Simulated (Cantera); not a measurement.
Adiabatic ignition

An adiabatic, constant-volume homogeneous reactor starts with 7.03 % CH₄, 7.73 % CO, 21.9 % O₂, 63.4 % N₂, equivalence ratio 0.82, at 1800 K and 1.00 bar.

Detailed kinetics in Cantera: GRI-Mech 3.0 (53 species, 325 reactions).

| t (s) | T (K) | P (bar) | x CH₄ | x CO | x O₂ | x C₂H₂ | x HCO |
|---|---|---|---|---|---|---|---|
| 9.00e-6 | 1800 | 1.000 | 0.0701 | 0.0773 | 0.219 | 1.89e-10 | 1.85e-9 |
| 2.85e-5 | 1800 | 1.00 | 0.0696 | 0.0772 | 0.218 | 4.09e-8 | 4.63e-8 |
| 9.00e-5 | 2255 | 1.29 | 0.0179 | 0.102 | 0.160 | 0.000699 | 0.000159 |
| 0.000285 | 2984 | 1.72 | <1e-12 | 0.0709 | 0.0602 | <1e-12 | 1.26e-7 |
| 0.000900 | 2976 | 1.71 | <1e-12 | 0.0709 | 0.0561 | <1e-12 | 1.24e-7 |
| 0.00285 | 2975 | 1.71 | <1e-12 | 0.0709 | 0.0557 | <1e-12 | 1.24e-7 |
| 0.00900 | 2975 | 1.71 | <1e-12 | 0.0709 | 0.0557 | <1e-12 | 1.24e-7 |
| 0.0285 | 2975 | 1.71 | <1e-12 | 0.0709 | 0.0557 | <1e-12 | 1.24e-7 |
| 0.0900 | 2975 | 1.71 | <1e-12 | 0.0709 | 0.0557 | <1e-12 | 1.24e-7 |
| 0.285 | 2975 | 1.71 | <1e-12 | 0.0709 | 0.0557 | <1e-12 | 1.24e-7 |
| 0.900 | 2975 | 1.71 | <1e-12 | 0.0709 | 0.0557 | <1e-12 | 1.24e-7 |
| 2.85 | 2975 | 1.71 | <1e-12 | 0.0709 | 0.0557 | <1e-12 | 1.24e-7 |
| 9.00 | 2975 | 1.71 | <1e-12 | 0.0709 | 0.0557 | <1e-12 | 1.24e-7 |
x: mole fraction; the columns are a selection and need not sum to one.

```yaml
time_of_steepest_temperature_rise: 91.3 µs
temperature at 9.00 s: 2975 K
equilibrium_temperature: 2975 K
x(CH₄) at 9.00 s: <1e-12 (gas-phase equilibrium <1e-12)
x(CO) at 9.00 s: 0.0709 (gas-phase equilibrium 0.0709)
x(O₂) at 9.00 s: 0.0557 (gas-phase equilibrium 0.0557)
```
